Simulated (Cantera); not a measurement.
**Thermodynamics of sublimation and decomposition of ceramics, feed BN + H2**

Feed: 1 mol BN, a varied amount of H2, at 2400 K and 71.0 mbar.

Method: chemical equilibrium by Gibbs-energy minimisation in Cantera with the NASA 1993 tables (ideal gas, pure condensed phases). Candidate condensed phases: B, BN; 15 gas species. Mutual solubility and eutectic melting of coexisting phases are not modelled. The tables' values for BH2 are old estimates; treat these amounts as uncertain. Gases not in the tables: B2H6 and higher boranes. Equilibrium is a limit: real reactors are often held back by kinetics, nucleation or transport.

```
n(H2) (mol)  log p H2  log p N2  log p H  log p BH2  log p B  log p BH  n B(l)  n BN(s)
-----------  --------  --------  -------  ---------  -------  --------  ------  -------
0.069           -1.31     -1.72    -2.46      -3.84    -4.50     -5.33  0.0514    0.948
0.094           -1.31     -1.72    -2.46      -3.84    -4.50     -5.33  0.0700    0.930
0.13            -1.31     -1.72    -2.46      -3.84    -4.50     -5.33  0.0968    0.903
0.17            -1.31     -1.72    -2.46      -3.84    -4.50     -5.33   0.127    0.873
0.24            -1.31     -1.72    -2.46      -3.84    -4.50     -5.33   0.179    0.820
0.32            -1.31     -1.72    -2.46      -3.84    -4.50     -5.33   0.238    0.760
0.43            -1.31     -1.72    -2.46      -3.84    -4.50     -5.33   0.320    0.678
0.59            -1.31     -1.72    -2.46      -3.84    -4.50     -5.33   0.439    0.558
0.8             -1.31     -1.72    -2.46      -3.84    -4.50     -5.33   0.596    0.401
1.1             -1.31     -1.72    -2.46      -3.84    -4.50     -5.33   0.819    0.177
1.5             -1.30     -1.76    -2.45      -3.83    -4.50     -5.32   0.995        0
2               -1.27     -1.86    -2.44      -3.80    -4.50     -5.31   0.993        0
2.7             -1.25     -1.97    -2.42      -3.78    -4.50     -5.29   0.990        0
```
log p: log10 of the partial pressure in bar; n: condensed amount in mol.

From 0.069 mol H2 to 1.1 mol H2 the condensed part is B(l) + BN(s). From 1.5 mol H2 to 2.7 mol H2 the condensed part is B(l).
